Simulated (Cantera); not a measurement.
Input (Python, Cantera) and output of one run.

```python
import numpy as np
import cantera as ct

gas_names = """
    AL ALH ALN ALO ALOH ALO2 ALO2H AL2 AL2O AL2O2 H HALO HNO HNO2 HNO3 HO2 H2 H2O H2O2 N NH NH2 NH3
    NH2OH NO NO2 NO3 N2 N2H2 N2H4 N2O O OH O2 O3
""".split()
cond_names = """
    AL(cr) AL(L) ALN(s) AL2O3(a) AL2O3(L) H2O(s) H2O(L)
""".split()


# ... load() reads the species with a 1 bar reference pressure and builds the phases ...
atoms = {
    'Al': {'AL': 1},
    'N2': {'N': 2},
    'H2': {'H': 2},
    'N2O': {'N': 2, 'O': 1},
}
top_T = {'ALN(s)': 2750}  # K; cautious upper limits of use, not melting points


# ... equilibrate(T, P, feed) seeds the gas with the atoms and calls Mixture.equilibrate('TP', solver="vcs", rtol=1e-11, max_steps=5000) ...
results = []
feed = {'Al': 1, 'N2': 0.85, 'H2': 47, 'N2O': 3.1}  # mol
T = 1848  # K
P = 133.322  # Pa
mix = equilibrate(T, P, feed)
results.append((T, P, feed, dict(zip(mix.species_names, mix.species_moles))))
x = sorted(zip(gas.X, gas.species_names), reverse=True)
print(f"T = {T:g} K  P = {P:g} Pa  gas = {mix.phase_moles(0):.4g} mol")
print("   x: " + "  ".join(f"{s} {v:.3e}" for v, s in x if v > 1e-06))
print("   condensed (mol): " + ("  ".join(f"{mix.phase(i).name} {mix.phase_moles(i):.4g}"
      for i in range(1, mix.n_phases) if mix.phase_moles(i) > 1e-12) or "none"))
```

Output:

```
T = 1848 K  P = 133.322 Pa  gas = 51.3 mol
   x: H2 8.782e-01  N2 7.700e-02  H2O 3.115e-02  H 1.361e-02  OH 3.551e-05
   condensed (mol): AL2O3(a) 0.5
```

Method: chemical equilibrium by Gibbs-energy minimisation in Cantera with the NASA 1993 tables (ideal gas, pure condensed phases).
